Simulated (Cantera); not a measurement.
An isothermal, constant-pressure homogeneous reactor starts with CH4 : H2O = 1 : 0.3 (molar parts), at 2075 K and 56000 Pa.

Computed with Cantera and GRI-Mech 3.0 (53 species, 325 reactions). GRI-Mech 3.0 stops at C3 and has no aromatics, soot or wall deposition, so with more carbon than oxygen in the feed, carbon stays in small species such as C2H2 where larger ones or solid carbon would form.

One state of this run: x CH4 = 0.370; x H2O = 0.185; x CH2CO = 4.52e-5; x H = 0.00137; x CO2 = 2.61e-6. x: mole fraction; the columns are a selection and need not sum to one.

Question: Which value of t (s) does it belong to?
(A) 1.20e-5
(B) 0.0490
(C) 4.80e-5
(D) 0.000766

Answer: C, 4.80e-5
